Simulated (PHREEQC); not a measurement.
Acid mine or pickling water: speciation

A made-up water analysis in mg/L, 90 °C, pH 3.96, pe 10.3:

```json
[
 {"constituent": "Na", "mg/L": "404"},
 {"constituent": "K", "mg/L": "0.508"},
 {"constituent": "Ca", "mg/L": "133"},
 {"constituent": "Mg", "mg/L": "47.2"},
 {"constituent": "Cl", "mg/L": "392"},
 {"constituent": "S(6) as SO4", "mg/L": "1470"},
 {"constituent": "Al", "mg/L": "138"}
]
```

Valence states are taken as typed.

Equilibrium calculation in PHREEQC: ion-association model, phreeqc.dat.

ionic strength: 0.0439 mol/kgw
total alkalinity: 2.89 meq/kg
charge-balance error: -1.8 %

```csv
species,molality,activity,log γ
Na+,0.0171,0.0139,-0.091
Cl-,0.0111,0.00887,-0.097
SO4-2,0.00914,0.00396,-0.363
AlSO4+,0.00241,0.00194,-0.093
Ca+2,0.00228,0.00101,-0.354
Al(OH)2+,0.00127,0.00104,-0.089
MgSO4,0.00121,0.00122,0.004
CaSO4,0.00105,0.00106,0.004
Mg+2,0.000735,0.000333,-0.343
AlOH+2,0.000664,0.000294,-0.354
NaSO4-,0.000474,0.000387,-0.089
Al(SO4)2-,0.000386,0.000312,-0.093
Al+3,0.000365,7.77e-5,-0.672
HSO4-,0.000287,0.000231,-0.094
H+,0.000130,0.000110,-0.075
```

This is a speciation only: nothing precipitates in the calculation. The solution is supersaturated, for example in Al(OH)3(a), Gibbsite (slow to form), so a real one may precipitate; this is no full list. Constants without temperature data keep their 25 °C values here.
